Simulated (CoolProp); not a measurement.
R245fa at 336.12 K and 0.4 MPa flows at 0.4 m/s in a round tube of 100 mm bore and 45 µm roughness, fully developed (64/Re and Nu = 3.66 if laminar; Colebrook and Gnielinski if turbulent). Each further row changes one setting.

Computed with CoolProp (reference Helmholtz-energy equation of state, Akasaka 2015).

| case | Reynolds number | Darcy friction factor | pressure drop (Pa/m) | heat-transfer coefficient (W/(m² K)) | mass flow (kg/h) |
|---|---|---|---|---|---|
| as stated | 63400 | 0.0215 | (withheld) | 26.4 | 241 |
| velocity 0.8 m/s | 127000 | 0.0195 | (withheld) | 47.9 | (withheld) |
| diameter 200 mm | 127000 | 0.0184 | 0.157 | (withheld) | 962 |

Some entries are withheld; supply them.


- as stated, pressure drop (Pa/m): 0.367
- velocity 0.8 m/s, pressure drop (Pa/m): 1.33
- velocity 0.8 m/s, mass flow (kg/h): 481
- diameter 200 mm, heat-transfer coefficient (W/(m² K)): 22.5

Viscosity comes from a separate model (Bell 2016), an estimate that may be off by 10 % or more. Thermal conductivity comes from a separate model (Huber 2003), an estimate that may be off by 10 % or more.
